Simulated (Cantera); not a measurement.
Input (Python, Cantera) and output of one run.

```python
import numpy as np
import cantera as ct

gas_names = """
    AL ALH ALN AL2 H H2 N NH NH2 NH3 N2 N2H2 N2H4
""".split()
cond_names = """
    AL(cr) AL(L) ALN(s)
""".split()


# ... load() reads the species with a 1 bar reference pressure and builds the phases ...
atoms = {
    'AlN': {'AL': 1, 'N': 1},
    'H2': {'H': 2},
    'N2': {'N': 2},
}
top_T = {'ALN(s)': 2750}  # K; cautious upper limits of use, not melting points


# ... equilibrate(T, P, feed) seeds the gas with the atoms and calls Mixture.equilibrate('TP', solver="vcs", rtol=1e-11, max_steps=5000) ...
results = []
T = 1973.15  # K
P = 1333.22  # Pa
for m in [1.4, 2.8, 5.7, 11, 23, 47, 94, 190, 380]:
    feed = {'AlN': 1, 'H2': m, 'N2': 5.4}  # mol
    mix = equilibrate(T, P, feed)
    results.append((T, P, feed, dict(zip(mix.species_names, mix.species_moles))))

top = {s: max(r[3][s] / sum(r[3][g] for g in gas_names) for r in results) for s in gas_names}
cols = sorted((s for s in top if top[s] > 1e-05), key=lambda s: -top[s])[:8]
seen = [c for c in cond_names if any(r[3].get(c, 0) > 1e-12 for r in results)]
print("log10 of partial pressures in bar; condensed amounts in mol")
print(f"{'n(H2)':>10s}" + "".join(f"{s[:9]:>10s}" for s in cols + seen))
for T, P, feed, n in results:
    ng = sum(n[g] for g in gas_names)
    print(f"{feed['H2']:10.4g}" + "".join(f"{np.log10(max(n[s] / ng * P / 1e5, 1e-99)):10.3f}" for s in cols)
          + "".join(f"{n.get(c, 0):10.4g}" for c in seen))
```

It prints:

```
log10 of partial pressures in bar; condensed amounts in mol
     n(H2)        H2        N2        AL         H       ALH    ALN(s)
       1.4    -2.574    -1.980    -3.922    -4.157    -5.737     0.937
       2.8    -2.354    -2.061    -3.881    -4.047    -5.586    0.9161
       5.7    -2.178    -2.192    -3.816    -3.958    -5.432    0.8668
        11    -2.063    -2.359    -3.732    -3.901    -5.292    0.7596
        23    -1.984    -2.589    -3.618    -3.862    -5.137    0.4525
        47    -1.940    -2.838    -3.623    -3.839    -5.120         0
        94    -1.911    -3.111    -3.895    -3.825    -5.378         0
       190    -1.896    -3.401    -4.186    -3.817    -5.661         0
       380    -1.888    -3.694    -4.480    -3.813    -5.951         0
```

These are equilibrium values from Cantera (NASA tables, ideal gas, pure condensed phases), not measurements of a reactor.
